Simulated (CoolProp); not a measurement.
Properties of isopentane along the isotherm 226.85 °C (Tc = 187.2 °C, pc = 33.78 bar, ω = 0.227).

Computed with CoolProp (reference Helmholtz-energy equation of state, Lemmon 2006). It is a short technical equation, of lower accuracy than the large ones.

```csv
p (bar),phase,density (kg/m³),isothermal compressibility (1/MPa),conductivity (mW/(m K)),Prandtl number
13,gas,25.26,0.8678,42.3,0.762
26,gas,58.69,0.5203,43.8,0.881
39,supercritical,109.5,0.4661,(withheld),1.16
52,supercritical,205.9,0.4720,57.7,2.04
65,supercritical,301.3,0.1500,59.7,2.39
78,supercritical,342.9,0.06785,61.3,2.41
91,supercritical,367.5,0.04246,63.3,2.44
104,supercritical,385.1,0.03068,65.2,2.48
117,supercritical,398.8,(withheld),67.0,2.51
130,supercritical,410.2,0.01963,68.7,2.53
143,supercritical,420.0,0.01661,70.4,(withheld)
156,supercritical,428.5,0.01440,72.0,2.58
169,supercritical,436.1,0.01270,73.5,2.60
```

Question: Some entries are withheld; supply them.

Answer: 
- 39, conductivity (mW/(m K)): 48.3
- 117, isothermal compressibility (1/MPa): 0.02396
- 143, Prandtl number: 2.56

Viscosity comes from a separate model (Chung 1988), a generic estimate that can be far off for the liquid and wasn't checked against measurements. Thermal conductivity comes from a separate model (Vassiliou 2015).
